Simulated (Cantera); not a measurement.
A Cantera script and its output.

```python
import numpy as np
import cantera as ct

gas = ct.Solution("gri30.yaml")
gas.TPX = 1350, 160000, {'H2': 1, 'O2': 0.595, 'N2': 2.24}
reactor = ct.IdealGasReactor(gas, energy="on", clone=False)
net = ct.ReactorNet([reactor])
net.rtol, net.atol = 1e-08, 1e-16
show = ['H2', 'O2', 'H2O2', 'H2O', 'H']
times = np.geomspace(4e-06, 3, 12)

steps = ct.SolutionArray(gas, extra=["t"])
rows = []
print(f"{'t/s':>10s}{'T/K':>9s}{'P/Pa':>11s}" + "".join(f"{s:>11s}" for s in show))
for t in times:
    while net.time < t:
        t_next = net.step()
        steps.append(gas.state, t=t_next)
    rows.append([np.interp(t, steps.t, y) for y in (steps.T, steps.P, *steps(*show).X.T)])
    print(f"{t:10.3e}{rows[-1][0]:9.1f}{rows[-1][1]:11.4g}" + "".join(f"{x:11.3e}" for x in rows[-1][2:]))
rate = np.gradient(steps.T, steps.t)
print("integrator steps:", len(steps.t))
if steps.T.max() > steps.T[0] + 200:
    print(f"time of steepest temperature rise: {steps.t[rate.argmax()]:.4e} s")
gas.TPX = 1350, 160000, {'H2': 1, 'O2': 0.595, 'N2': 2.24}
gas.equilibrate("UV")
print(f"equilibrium (UV): T = {gas.T:.1f} K  " + "  ".join(f"{s} {gas[s].X[0]:.3e}" for s in show))
```

Result:

```
       t/s      T/K       P/Pa         H2         O2       H2O2        H2O          H
 4.000e-06   1350.0    1.6e+05  2.608e-01  1.551e-01  5.132e-09  3.021e-06  2.552e-06
 1.368e-05   1579.6  1.853e+05  1.300e-01  9.637e-02  3.596e-06  9.648e-02  6.306e-02
 4.680e-05   2953.9  3.169e+05  3.000e-02  3.142e-02  1.170e-06  2.334e-01  1.410e-02
 1.601e-04   2956.4  3.168e+05  2.999e-02  2.926e-02  1.157e-06  2.346e-01  1.353e-02
 5.476e-04   2947.9  3.157e+05  3.052e-02  2.676e-02  1.093e-06  2.351e-01  1.329e-02
 1.873e-03   2946.7  3.156e+05  3.060e-02  2.642e-02  1.084e-06  2.351e-01  1.326e-02
 6.407e-03   2946.7  3.156e+05  3.060e-02  2.642e-02  1.084e-06  2.351e-01  1.326e-02
 2.191e-02   2946.7  3.156e+05  3.060e-02  2.642e-02  1.084e-06  2.351e-01  1.326e-02
 7.496e-02   2946.7  3.156e+05  3.060e-02  2.642e-02  1.084e-06  2.351e-01  1.326e-02
 2.564e-01   2946.7  3.156e+05  3.060e-02  2.642e-02  1.084e-06  2.351e-01  1.326e-02
 8.771e-01   2946.7  3.156e+05  3.060e-02  2.642e-02  1.084e-06  2.351e-01  1.326e-02
 3.000e+00   2946.7  3.156e+05  3.060e-02  2.642e-02  1.084e-06  2.351e-01  1.326e-02
integrator steps: 1171
time of steepest temperature rise: 1.4041e-05 s
equilibrium (UV): T = 2946.7 K  H2 3.060e-02  O2 2.642e-02  H2O2 1.084e-06  H2O 2.351e-01  H 1.326e-02
```

Cantera simulation using GRI-Mech 3.0 (53 species, 325 reactions); the numbers are that mechanism's predictions, not measurements.
